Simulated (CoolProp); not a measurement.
Computed with CoolProp (reference Helmholtz-energy equation of state, Span 1996).

**Question.** Give the vapour pressure (bar), enthalpy of vaporisation (kJ/kg), liquid cp (kJ/(kg K)), vapour Z of saturated carbon dioxide at -24.05 °C.

**Answer.** 
```csv
T (°C),p (bar),enthalpy of vaporisation (kJ/kg),liquid cp (kJ/(kg K)),vapour Z
-24.05,17.3,291,2.12,0.814
```
